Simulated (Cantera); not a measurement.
A closed system holds: 1 mol HCl, 0.086 mol H₂O, 0.091 mol O₂, held at 70.0 Pa.

Equilibrium computed with Cantera from the NASA thermochemical tables; the gas is ideal and each condensed phase is pure. Candidate condensed phases: H₂O; 14 gas species. The numbers say what is thermodynamically allowed, not how fast it happens.

x: gas mole fraction; nothing condenses.

```csv
T (°C),x HCl,x Cl,x H,x H₂O,x H₂,x O,x O₂,x OH
1525,0.649,0.163,0.000539,0.148,0.00164,0.000817,0.0328,0.00321
1575,0.629,0.179,0.00107,0.154,0.00286,0.00121,0.0287,0.00424
1625,0.608,0.195,0.00206,0.158,0.00484,0.00175,0.0250,0.00549
1675,0.586,0.211,0.00380,0.161,0.00794,0.00247,0.0217,0.00696
1725,0.562,0.227,0.00678,0.161,0.0125,0.00344,0.0191,0.00868
1775,0.534,0.244,0.0116,0.159,0.0189,0.00474,0.0171,0.0107
1825,0.503,0.262,0.0191,0.154,0.0270,0.00653,0.0159,0.0129
1875,0.467,0.281,0.0301,0.146,0.0366,0.00898,0.0152,0.0155
1925,…,0.301,…,…,…,…,0.0149,…
1975,…,0.321,…,…,…,…,0.0150,…
2025,0.335,0.340,0.0929,0.104,0.0658,0.0228,0.0151,0.0237
2075,0.287,0.358,0.125,0.0864,0.0722,0.0303,0.0151,0.0258
2125,0.240,0.372,0.163,0.0681,0.0753,0.0394,0.0147,0.0271
```

Question: Fill in the missing entries.

Answer: 
- 1975, x HCl: 0.382
- 1975, x H: 0.0663
- 1975, x H₂O: 0.121
- 1975, x H₂: 0.0570
- 1975, x O: 0.0169
- 1975, x OH: 0.0210
- 1925, x HCl: 0.426
- 1925, x H: 0.0456
- 1925, x H₂O: 0.135
- 1925, x H₂: 0.0469
- 1925, x O: 0.0123
- 1925, x OH: 0.0182
